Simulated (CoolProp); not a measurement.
Dodecamethylcyclohexasiloxane (D6) along the isotherm 426 K: fugacity coefficient from the reference equation and from simpler models built on Tc = 645.8 K, pc = 0.9614 MPa, ω = 0.736; each cubic takes its own stable root.

Computed with CoolProp (reference Helmholtz-energy equation of state, Colonna 2008). It is a short technical equation, of lower accuracy than the large ones.

```tsv
p (MPa)	phase	reference	van der Waals	Redlich-Kwong	Soave-Redlich-Kwong	Peng-Robinson
0.00152	gas	0.9975	0.9988	0.9983	0.9976	0.9976
0.00246	gas	0.9960	0.9980	0.9972	0.9962	0.9961
0.00397	gas	0.9936	0.9968	0.9955	0.9938	0.9936
0.00641	gas	0.9897	0.9948	0.9928	0.9900	0.9897
0.0104	liquid	0.6893	0.9916	0.9883	0.6866	0.7351
0.0167	liquid	0.4297	0.9865	?	0.4280	0.4582
0.027	liquid	0.2662	0.9781	0.9698	0.2652	0.2838
0.0437	liquid	0.1649	0.9646	0.9511	0.1643	0.1758
0.0706	liquid	0.1025	0.9428	0.6700	?	0.1093
0.114	liquid	0.06388	0.9075	?	0.06372	?
0.184	liquid	0.04000	0.6880	0.2625	0.03994	0.04263
0.298	liquid	0.02513	0.4379	0.1655	0.02513	0.02677
0.481	liquid	0.01601	0.2848	0.1060	0.01605	?
```

What belongs in the gaps?


- 0.0167, Redlich-Kwong: 0.9813
- 0.0706, Soave-Redlich-Kwong: 0.1022
- 0.114, Redlich-Kwong: 0.4183
- 0.114, Peng-Robinson: 0.06809
- 0.481, Peng-Robinson: 0.01704

At some of these states van der Waals, Redlich-Kwong gives the other phase, because its saturation line lies elsewhere.
